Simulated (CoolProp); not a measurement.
Model: reference Helmholtz-energy equation of state, de Reuck 1993, in CoolProp.

### Question
Give the vapour pressure (bar), liquid density (kg/m³), liquid cp (kJ/(kg K)) of saturated methanol at 262.8, 334.6 K.

### Answer
```json
[
 {"T (K)": "262.8", "p (bar)": "0.0205", "liquid density (kg/m³)": "819", "liquid cp (kJ/(kg K))": "2.36"},
 {"T (K)": "334.6", "p (bar)": "0.898", "liquid density (kg/m³)": "751", "liquid cp (kJ/(kg K))": "2.80"}
]
```
